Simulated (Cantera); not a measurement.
**Equilibrium for silicon oxide and oxynitride deposition: SiH₄ + H₂O + O₃**

Input: 1 mol SiH₄, 20 mol H₂O, 2.7 mol O₃, held at 0.0340 bar.

Cantera equilibrium calculation (NASA polynomials, part measured and part estimated; ideal gas, pure solids and liquids). Candidate condensed phases: H₂O, Si, SiO₂; 18 gas species. Kinetics and transport are ignored.

From 573 K to 823 K the condensed part is SiO₂(α-quartz). From 873 K to 1123 K the condensed part is SiO₂(β-quartz).

```csv
T (K),x H₂O,x O₂,x OH,x H₂,x O,x HO₂,n SiO₂(α-quartz),n SiO₂(β-quartz)
573,0.915,0.0852,<1e-12,<1e-12,<1e-12,<1e-12,1.00,0
623,0.915,0.0852,4.86e-12,<1e-12,<1e-12,<1e-12,1.00,0
673,0.915,0.0852,4.95e-11,<1e-12,<1e-12,<1e-12,1.00,0
723,0.915,0.0852,3.66e-10,<1e-12,<1e-12,1.35e-12,1.00,0
773,0.915,0.0852,2.09e-9,<1e-12,<1e-12,5.64e-12,1.00,0
823,0.915,0.0852,9.69e-9,2.48e-12,<1e-12,1.98e-11,1.00,0
873,0.915,0.0852,3.77e-8,1.96e-11,3.01e-12,6.03e-11,0,1.00
923,0.915,0.0852,1.27e-7,1.24e-10,1.98e-11,1.63e-10,0,1.00
973,0.915,0.0852,3.76e-7,6.50e-10,1.07e-10,3.96e-10,0,1.00
1023,0.915,0.0852,1.00e-6,2.90e-9,4.93e-10,8.84e-10,0,1.00
1073,0.915,0.0852,2.44e-6,1.13e-8,1.97e-9,1.83e-9,0,1.00
1123,0.915,0.0852,5.50e-6,3.91e-8,6.96e-9,3.56e-9,0,1.00
```
x: gas mole fraction; n: condensed amount in mol.
